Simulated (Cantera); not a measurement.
Charge: 1 mol SiH2Cl2, 0.6 mol CH4, 26 mol H2, held at 0.100 bar.

These are equilibrium values from Cantera (NASA tables, ideal gas, pure condensed phases), not measurements of a reactor. Candidate condensed phases: C, C6H6, C7H8, C8H18, Si, SiC; 109 gas species. Mutual solubility and eutectic melting of coexisting phases are not modelled. Gases not in the tables: Si2H6 and higher silanes. Rates play no part.

Problem. Which condensed phases are stable at each of these points (T (K)): 1923, 1948, 1973, 1998, 2023, 2048, 2073, 2098, 2123, 2148, 2173, 2198, 2223, 2248?

Solution. 
| T (K) | condensed phases | Si condensed (%) |
|---|---|---|
| 1923 | Si(l) + SiC(s) | 76.0 |
| 1948 | Si(l) + SiC(s) | 76.1 |
| 1973 | Si(l) + SiC(s) | 76.2 |
| 1998 | Si(l) + SiC(s) | 76.0 |
| 2023 | Si(l) + SiC(s) | 75.8 |
| 2048 | Si(l) + SiC(s) | 75.3 |
| 2073 | Si(l) + SiC(s) | 74.6 |
| 2098 | Si(l) + SiC(s) | 73.6 |
| 2123 | Si(l) + SiC(s) | 72.2 |
| 2148 | Si(l) + SiC(s) | 70.4 |
| 2173 | Si(l) + SiC(s) | 68.0 |
| 2198 | Si(l) + SiC(s) | 64.9 |
| 2223 | Si(l) + SiC(s) | 60.9 |
| 2248 | SiC(s) | 58.5 |

From 1923 K to 2223 K the condensed part is Si(l) + SiC(s). At 2248 K the condensed part is SiC(s).
